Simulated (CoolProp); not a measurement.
Saturated liquid density (kg/m³) of n-nonane: the reference equation beside estimates from Tc = 594.5 K, pc = 22.82 bar, ω = 0.443. Rackett uses Z = 0.29056 − 0.08775 ω.

The numbers come from the reference Helmholtz-energy equation of state, Lemmon 2006 in CoolProp. It is a short technical equation, of lower accuracy than the large ones.

| T (K) | reference | Rackett | van der Waals | Redlich-Kwong | Soave-Redlich-Kwong |
|---|---|---|---|---|---|
| 368.4 | 657.4 | 670.1 | 360.0 | 528.6 | 560.1 |
| 383.2 | 644.9 | ___ | 353.5 | 517.3 | 550.1 |
| 398 | 632.2 | 643.1 | 346.7 | 505.4 | 539.4 |
| 412.8 | 619.1 | 628.9 | 339.6 | 492.9 | 527.9 |
| 427.6 | 605.5 | 614.3 | 332.2 | 479.7 | 515.5 |
| 442.4 | ___ | 599.0 | 324.4 | 465.7 | 502.2 |
| 457.2 | 576.8 | 583.1 | 316.1 | 450.9 | ___ |
| 472.1 | 561.3 | 566.3 | 307.3 | 435.1 | 471.9 |

Question: What belongs in the gaps?

Answer: 
- 383.2, Rackett: 656.8
- 442.4, reference: 591.5
- 457.2, Soave-Redlich-Kwong: 487.7

Absolute difference from the reference over all 8 rows, mean and median: Rackett 1.5 and 1.5 %, van der Waals 45.2 and 45.2 %, Redlich-Kwong 20.8 and 20.6 %, Soave-Redlich-Kwong 15.0 and 14.8 %.
